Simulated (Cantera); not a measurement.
Feed: 1 mol Si, 0.0073 mol O₂, 35 mol H₂, at 0.00170 bar.

Equilibrium computed with Cantera from the NASA thermochemical tables; the gas is ideal and each condensed phase is pure. Candidate condensed phases: H₂O, Si, SiO₂; 18 gas species. Gases not in the tables: Si₂H₆ and higher silanes. Equilibrium is a limit: real reactors are often held back by kinetics, nucleation or transport.

Task: Which condensed phases are stable at each of these points (T (K)): 1248, 1298, 1348, 1398, 1448, 1498, 1548, 1598, 1648, 1698, 1748, 1798, 1848, 1898?

Result: 
```tsv
T (K)	condensed phases	Si condensed (%)
1248	Si(s)	98.5
1298	Si(s)	98.5
1348	Si(s)	98.5
1398	Si(s)	98.5
1448	Si(s)	98.5
1498	Si(s)	98.5
1548	Si(s)	98.5
1598	Si(s)	98.3
1648	Si(s)	97.9
1698	Si(l)	97.0
1748	Si(l)	95.3
1798	Si(l)	91.6
1848	Si(l)	84.6
1898	Si(l)	71.1
```

From 1248 K to 1648 K the condensed part is Si(s). From 1698 K to 1898 K the condensed part is Si(l).
